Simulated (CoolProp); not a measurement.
A single-stage vapour-compression cycle with the fluid: evaporating at 270.15 K (dew point), condensing at 304.15 K (bubble point), superheat 0 K, subcooling 0 K, compressor efficiency 0.65, no pressure losses. The same conditions are run with several fluids, on thermodynamics alone (safety and materials aside).

Computed with CoolProp (reference Helmholtz-energy equation of state of each fluid (hydrogen chloride: Thol 2018; fluoroethane (R161): Wu 2012; R142b: Lemmon 2006; R236EA: Rui 2013; R407C: Lemmon 2003; n-perfluorobutane: Gao 2022)). Blends and air are pseudo-pure fits.

```tsv
fluid	cooling COP	pressure ratio	discharge temperature (K)	refrigerating effect (kJ/kg)	volumetric capacity (kJ/m³)
hydrogen chloride	3.69	2.26	355.7	242	[?]
fluoroethane (R161)	4.41	2.75	334.3	308	2860
R142b	4.52	3.14	[?]	176	1070
R236EA	4.37	[?]	308.8	128	613
R407C	3.57	3.37	[?]	[?]	[?]
n-perfluorobutane	[?]	3.31	304.1	59.5	[?]
```

What belongs in the gaps?


- hydrogen chloride, volumetric capacity (kJ/m³): 12400
- R142b, discharge temperature (K): 321.8
- R236EA, pressure ratio: 3.68
- R407C, discharge temperature (K): 335.4
- R407C, refrigerating effect (kJ/kg): 162
- R407C, volumetric capacity (kJ/m³): 2870
- n-perfluorobutane, cooling COP: 3.80
- n-perfluorobutane, volumetric capacity (kJ/m³): 644

The compression ends wet for: n-perfluorobutane.
